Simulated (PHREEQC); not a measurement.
0.28 g of hydrous ferric oxide (600 m²/g; 0.2 weak and 0.005 strong sites per Fe, Dzombak-Morel constants, diffuse double layer) in 1 kg of water with 0.05 mol/kgw of an inert sodium salt and 0.28 mmol/kgw MnCl2 and 0.0014 mmol/kgw Na2SO4, at 25 °C; the pH is set by adding NaOH or the inert anion's acid. No oxygen is let in. The system is closed to CO2. Precipitation was switched off in this run.

Computed with PHREEQC (ion-association model, wateq4f.dat).

### Question
Predict S sorbed (%), surface charge σ (C/m²) at pH = 4, 4.75, 7.38.

### Answer
| pH | S sorbed (%) | surface charge σ (C/m²) |
|---|---|---|
| 4 | 99.6 | 0.293 |
| 4.75 | 98.6 | 0.209 |
| 7.38 | 4.5 | 0.028 |

Complexes and solids missing from the database can't appear.
